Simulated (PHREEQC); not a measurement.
Make-up at 76 °C: 0.0022 mol CuCl2, 0.0005 mol H2SO4 and 0.09 mol H3BO3 per kg of water. Closed to the air; pH follows from the charge balance.

Model: ion-association model, phreeqc.dat, run in PHREEQC.

Each row changes one thing in this solution. No solid was allowed to form.

```csv
case,pH,ionic strength (mol/kgw),SO4-2 (mol/kgw),HSO4- (mol/kgw),H2BO3- (mol/kgw)
as made,3.07,0.00734,0.000338,7.61e-5,1.50e-7
H3BO3 from 0.09 to 0.099 mol/kgw,3.07,0.00734,0.000338,7.61e-5,1.65e-7
CuCl2 left out,3.07,0.00129,0.000394,0.000106,1.40e-7
0.0064 mol/kgw HBr added,2.20,0.0135,0.000181,0.000281,2.06e-8
CuCl2 from 0.0022 to 0.022 mol/kgw,3.09,0.0544,0.000259,3.86e-5,1.81e-7
CuCl2 from 0.0022 to 0.0044 mol/kgw,3.08,0.0132,0.000313,6.42e-5,1.56e-7
CuCl2 replaced by NaCl at the same molality,3.07,0.00350,0.000398,9.72e-5,1.46e-7
```

Constants without temperature data keep their 25 °C values here.
